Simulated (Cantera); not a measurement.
Equilibrium for roasting and sulfation: Fe2O3 + SO2 + CO2

A closed system holds: 1 mol Fe2O3, 1.4 mol SO2, 3.9 mol CO2, equilibrated at 2030 Torr.

These are equilibrium values from Cantera (NASA tables, ideal gas, pure condensed phases), not measurements of a reactor. Candidate condensed phases: C, Fe, Fe(CO)5, FeO, FeS, FeSO4, FeS2, Fe2O3, Fe2(SO4)3, Fe3O4, S; 25 gas species. Mutual solubility and eutectic melting of coexisting phases are not modelled. Equilibrium is a limit: real reactors are often held back by kinetics, nucleation or transport.

From 602 °C to 852 °C the condensed part is Fe2O3(s). From 902 °C to 1202 °C the condensed part is Fe2O3(s) + Fe3O4(s).

```json
[
 {"T (°C)": "602", "log p CO2": "0.30", "log p SO2": "-0.15", "log p O2": "<-11", "log p SO3": "-5.59", "log p CO": "-5.60", "n Fe2O3(s)": "1.00", "n Fe3O4(s)": "0"},
 {"T (°C)": "652", "log p CO2": "0.30", "log p SO2": "-0.15", "log p O2": "<-11", "log p SO3": "-5.29", "log p CO": "-5.30", "n Fe2O3(s)": "1.00", "n Fe3O4(s)": "0"},
 {"T (°C)": "702", "log p CO2": "0.30", "log p SO2": "-0.15", "log p O2": "-10.53", "log p SO3": "-5.03", "log p CO": "-5.03", "n Fe2O3(s)": "1.00", "n Fe3O4(s)": "0"},
 {"T (°C)": "752", "log p CO2": "0.30", "log p SO2": "-0.15", "log p O2": "-9.54", "log p SO3": "-4.78", "log p CO": "-4.79", "n Fe2O3(s)": "1.00", "n Fe3O4(s)": "0"},
 {"T (°C)": "802", "log p CO2": "0.30", "log p SO2": "-0.15", "log p O2": "-8.64", "log p SO3": "-4.56", "log p CO": "-4.57", "n Fe2O3(s)": "1.00", "n Fe3O4(s)": "0"},
 {"T (°C)": "852", "log p CO2": "0.30", "log p SO2": "-0.15", "log p O2": "-7.72", "log p SO3": "-4.32", "log p CO": "-4.42", "n Fe2O3(s)": "1.000", "n Fe3O4(s)": "0"},
 {"T (°C)": "902", "log p CO2": "0.30", "log p SO2": "-0.15", "log p O2": "-6.79", "log p SO3": "-4.04", "log p CO": "-4.33", "n Fe2O3(s)": "1.000", "n Fe3O4(s)": "0.000168"},
 {"T (°C)": "952", "log p CO2": "0.30", "log p SO2": "-0.15", "log p O2": "-5.94", "log p SO3": "-3.79", "log p CO": "-4.24", "n Fe2O3(s)": "0.999", "n Fe3O4(s)": "0.000415"},
 {"T (°C)": "1002", "log p CO2": "0.30", "log p SO2": "-0.15", "log p O2": "-5.15", "log p SO3": "-3.56", "log p CO": "-4.16", "n Fe2O3(s)": "0.999", "n Fe3O4(s)": "0.000862"},
 {"T (°C)": "1052", "log p CO2": "0.30", "log p SO2": "-0.15", "log p O2": "-4.43", "log p SO3": "-3.35", "log p CO": "-4.09", "n Fe2O3(s)": "0.997", "n Fe3O4(s)": "0.00174"},
 {"T (°C)": "1102", "log p CO2": "0.30", "log p SO2": "-0.15", "log p O2": "-3.75", "log p SO3": "-3.15", "log p CO": "-4.02", "n Fe2O3(s)": "0.994", "n Fe3O4(s)": "0.00379"},
 {"T (°C)": "1152", "log p CO2": "0.30", "log p SO2": "-0.15", "log p O2": "-3.13", "log p SO3": "-2.97", "log p CO": "-3.96", "n Fe2O3(s)": "0.986", "n Fe3O4(s)": "0.00962"},
 {"T (°C)": "1202", "log p CO2": "0.30", "log p SO2": "-0.15", "log p O2": "-2.55", "log p SO3": "-2.79", "log p CO": "-3.90", "n Fe2O3(s)": "0.958", "n Fe3O4(s)": "0.0279"}
]
```
log p: log10 of the partial pressure in bar; n: condensed amount in mol.
